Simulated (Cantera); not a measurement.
An adiabatic, constant-pressure homogeneous reactor starts with CH₃OH : O₂ : N₂ = 1 : 2.73 : 10.3 (molar parts), at 1800 K and 64000 Pa.

Computed with Cantera and GRI-Mech 3.0 (53 species, 325 reactions). GRI-Mech 3.0 was tuned for natural gas; its chemistry of methanol as a main component is partial and can be far from experiment.

Question: Predict: time of steepest temperature rise; temperature at 3.00 s; equilibrium temperature; x(O₂) at 3.00 s; x(H₂O) at 3.00 s; x(NO) at 3.00 s.

Answer: 
```json
{
 "time_of_steepest_temperature_rise": "51.7 µs",
 "temperature at 3.00 s": "2612 K",
 "equilibrium_temperature": "2612 K",
 "x(O₂) at 3.00 s": "0.0771 (gas-phase equilibrium 0.0771)",
 "x(H₂O) at 3.00 s": "0.118 (gas-phase equilibrium 0.118)",
 "x(NO) at 3.00 s": "0.0157 (gas-phase equilibrium 0.0157)"
}
```
